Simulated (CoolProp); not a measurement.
Vapour-liquid equilibrium of R125 (1) + propylene (2) at 30.15 °C; x and y are mole fractions of (1).

Model: multi-fluid Helmholtz-energy mixture model, Lemmon 2005 and Lemmon 2013; pair parameters Bell 2016, in CoolProp.

**Question.** Give the bubble pressure and the first vapour's composition at x = 0.275, 0.875, 0.95. Is there an azeotrope?

**Answer.** x = 0.275: 1678 kPa, y = 0.360; x = 0.875: 1699 kPa, y = 0.840; x = 0.95: 1632 kPa, y = 0.929. y crosses x between x = 0.575 and 0.65: the model has an azeotrope there.

Pair parameters are fitted to limited data, so mixtures are less certain than the pure fluids.
